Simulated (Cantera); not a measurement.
Charge: 1 mol FeS, 3.7 mol SO₃, 0.097 mol CO₂, equilibrated at 1 atm.

Method: chemical equilibrium by Gibbs-energy minimisation in Cantera with the NASA 1993 tables (ideal gas, pure condensed phases). Candidate condensed phases: C, Fe, Fe(CO)₅, FeO, FeS, FeSO₄, FeS₂, Fe₂O₃, Fe₂(SO₄)₃, Fe₃O₄, S; 25 gas species. Rates play no part.

**Question.** At 752 °C, list the 4 most abundant gas species with their mole fractions, and the condensed phases.

**Answer.** SO₂ 0.939, SO₃ 0.0397, CO₂ 0.0202, O₂ 0.000960. Condensed: Fe₂O₃(s).
